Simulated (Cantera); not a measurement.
**Ignition delay**

Mixture: 9.20 % CH₃OH, 11.5 % O₂, 79.3 % N₂, at 750 Torr, adiabatic and at constant pressure. Ignition delay is the time to a rise of 400 K.

Model: GRI-Mech 3.0 (53 species, 325 reactions), integrated in Cantera. GRI-Mech 3.0 was tuned for natural gas; its chemistry of methanol as a main component is partial and can be far from experiment.

| T0 (K) | delay (ms) |
|---|---|
| 1150 | 25.3 |
| 1200 | 10.7 |
| 1250 | 4.93 |
| 1300 | 2.43 |
| 1350 | 1.29 |
| 1400 | 0.724 |
| 1450 | 0.431 |
| 1500 | 0.270 |

| Item | Result |
|---|---|
| apparent activation energy between 1400 and 1500 K | 170 kJ/mol |
